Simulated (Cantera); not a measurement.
An isothermal, constant-pressure homogeneous reactor starts with NH3 : N2 = 1 : 1 (molar parts), at 2125 K and 1100 Pa. Integrator tolerance rtol = 1e-08.

Model: the gas-phase N/H chemistry of the illustrative SiF4/NH3 mechanism in the Surface Chemkin manual (1991), integrated in Cantera. Walls and surfaces, which speed up NH3 decomposition in real reactors, are not modelled.

Q: What does this change do: N2 1 to 2.9 parts?

A: 
```
quantity                                            before                                    after
-----------------  ---------------------------------------  ---------------------------------------
x(NH3) at 3.00 s   0.00346 (gas-phase equilibrium 4.27e-8)  0.00160 (gas-phase equilibrium 2.40e-8)
x(N2) at 3.00 s        0.499 (gas-phase equilibrium 0.494)      0.693 (gas-phase equilibrium 0.687)
x(NH2) at 3.00 s   5.77e-5 (gas-phase equilibrium 6.49e-9)  3.34e-5 (gas-phase equilibrium 4.67e-9)
x(N2H4) at 3.00 s  6.53e-12 (gas-phase equilibrium <1e-12)  2.19e-12 (gas-phase equilibrium <1e-12)
x(NH) at 3.00 s    8.73e-6 (gas-phase equilibrium 9.04e-9)  6.32e-6 (gas-phase equilibrium 8.32e-9)
x(H2) at 3.00 s        0.494 (gas-phase equilibrium 0.482)      0.303 (gas-phase equilibrium 0.294)
x(N2H2) at 3.00 s   3.18e-8 (gas-phase equilibrium <1e-12)   1.36e-8 (gas-phase equilibrium <1e-12)
```
